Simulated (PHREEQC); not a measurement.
Copper plating or etch bath

Solution (25 °C): 6.7 mmol/kgw CuCl2, 1.4 mmol/kgw HBF4 and 20 mmol/kgw Na2SO4. It is in equilibrium with CO2 at log p = -3.4 (atm). Otherwise closed; pH follows from the charge balance.

Equilibrium calculation in PHREEQC: ion-association model, wateq4f.dat.

This is a speciation only: nothing precipitates in the calculation.

### Question
Predict the pH.

### Answer
pH 2.97.

### Question
In which forms is S present?

### Answer
SO4-2 77 %, CuSO4 12 %, NaSO4- 6.3 %, HSO4- 4.3 % of the S.

Species that the database lacks are ignored. Real BF4- forms and hydrolyses slowly; the run takes it at equilibrium.
